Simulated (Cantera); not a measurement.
Feed: 1 mol Si3N4, 0.0055 mol C, 0.029 mol H2, at 2550 °C and 0.000230 bar.

Cantera equilibrium calculation (NASA polynomials, part measured and part estimated; ideal gas, pure solids and liquids). Candidate condensed phases: C, C6H6, C7H8, C8H18, Si, SiC, Si3N4; 105 gas species. The tables' values for SiN are old estimates; treat these amounts as uncertain. Kinetics and transport are ignored.

Base state: Si 0.592, N2 0.395, H 0.0114, CN 0.000531, C 0.000427, SiN 0.000370, N 0.000172, Si2 8.12e-5 (mole fractions); condensed: gas only.

Question: What changes in the equilibrium state with this change: C from 0.0055 to 0.11 mol?

Answer: 
```tsv
species	before	after
Si	0.592	0.583
N2	0.395	0.389
H	0.0114	0.0113
CN	0.000531	0.00548
C3	2.83e-7	0.000317
C2	2.40e-6	0.000259
```
